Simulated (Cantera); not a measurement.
A closed system holds: 1 mol Al₂O₃, 470 mol H₂, 98 mol N₂, held at 190 Pa.

Method: chemical equilibrium by Gibbs-energy minimisation in Cantera with the NASA 1993 tables (ideal gas, pure condensed phases). Candidate condensed phases: Al, AlN, Al₂O₃, H₂O; 35 gas species. The numbers say what is thermodynamically allowed, not how fast it happens. All values below are at 673 K.

Base state: H₂ 0.827, N₂ 0.173 (mole fractions); condensed: Al₂O₃(s).

**Question.** What changes in the equilibrium state with this change: pressure from 190 Pa to 101000 Pa?

**Answer.** 
```json
[
 {"species": "H₂", "before": "0.827", "after": "0.825"},
 {"species": "N₂", "before": "0.173", "after": "0.171"},
 {"species": "NH₃", "before": "7.99e-6", "after": "0.00422"},
 {"species": "Al₂O₃(s), mol", "before": "1.00", "after": "1.00"}
]
```
